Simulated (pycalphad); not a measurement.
CALPHAD calculation (pycalphad, COST 507 light-alloy database (1999)), 1 atm. The database dates from 1999; later assessments differ in places, in temperatures and in the compounds included. Diffusion is slow at the low end, where real alloys seldom reach equilibrium.

Task: How does the equilibrium phase assembly of Ti-0.7176C (wt.%) change on cooling from 2850 K to 530 K?

Result: 
| T (K) | phases above | phases below |
|---|---|---|
| 1927.4 | LIQUID | BCC_A2 + LIQUID |
| 1925.2 | BCC_A2 + LIQUID | BCC_A2 + FCC_A1 |
| 1190.0 | BCC_A2 + FCC_A1 | FCC_A1 + HCP_A3 |
Changes were sought between steps of 40 K, so a narrower field can be missed.

FCC_A1 is fcc; BCC_A2 is bcc; HCP_A3 is hcp. The fcc model also describes the rock-salt carbide or nitride (TiC, TiN, HfC).
